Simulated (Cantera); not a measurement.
Input: 1 mol C2F6, 0.53 mol HCl, 15 mol H2, equilibrated at 1.50 mbar.

Equilibrium computed with Cantera from the NASA thermochemical tables; the gas is ideal and each condensed phase is pure. Candidate condensed phases: C, C6H6, C7H8, C8H18; 118 gas species. The feed counts by its element totals alone. Rates play no part.

Problem. What share of the C ends up in condensed phases as a function of T (K), at 1423, 1573, 1723, 1873, 2023, 2173, 2323, 2473, 2623?

Solution. 
| T (K) | C condensed (%) | as |
|---|---|---|
| 1423 | 100.0 | C(graphite) |
| 1573 | 100.0 | C(graphite) |
| 1723 | 99.9 | C(graphite) |
| 1873 | 99.6 | C(graphite) |
| 2023 | 99.0 | C(graphite) |
| 2173 | 97.5 | C(graphite) |
| 2323 | 95.0 | C(graphite) |
| 2473 | 90.7 | C(graphite) |
| 2623 | 78.7 | C(graphite) |
